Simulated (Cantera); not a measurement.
An adiabatic, constant-pressure homogeneous reactor starts with 13.0 % CH3OH, 17.6 % O2, 66.5 % N2, 2.98 % H2O, equivalence ratio 1.1, at 975 K and 560000 Pa.

Detailed kinetics in Cantera: GRI-Mech 3.0 (53 species, 325 reactions). GRI-Mech 3.0 was tuned for natural gas; its chemistry of methanol as a main component is partial and can be far from experiment. Below about 1000 K GRI-Mech 3.0 lacks low-temperature oxidation paths.

Problem. Predict: time of steepest temperature rise; temperature at 1.00 s; equilibrium temperature; x(O2) at 1.00 s; x(H2O) at 1.00 s; x(HCN) at 1.00 s; x(H2O2) at 1.00 s; x(NO) at 1.00 s.

Solution. 
| Item | Value |
|---|---|
| time of steepest temperature rise | 0.225 s |
| temperature at 1.00 s | 2572 K |
| equilibrium temperature | 2572 K |
| x(O2) at 1.00 s | 0.00368 (gas-phase equilibrium 0.00368) |
| x(H2O) at 1.00 s | 0.246 (gas-phase equilibrium 0.246) |
| x(HCN) at 1.00 s | 2.04e-9 (gas-phase equilibrium 2.04e-9) |
| x(H2O2) at 1.00 s | 2.88e-7 (gas-phase equilibrium 2.88e-7) |
| x(NO) at 1.00 s | 0.00303 (gas-phase equilibrium 0.00303) |
